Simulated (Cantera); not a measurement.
Charge: 1 mol C2H2, 2.3 mol NH3, 0.18 mol N2, equilibrated at 94.0 bar.

These are equilibrium values from Cantera (NASA tables, ideal gas, pure condensed phases), not measurements of a reactor. Candidate condensed phases: C, C6H6, C7H8, C8H18; 92 gas species. The ideal-gas law is rough above about 30 bar. Rates play no part.

At 1573 K, list the 5 most abundant gas species with their mole fractions, and the condensed phases.

H2 0.672, N2 0.247, CH4 0.0780, NH3 0.00129, HCN 0.000704. Condensed: C(graphite).
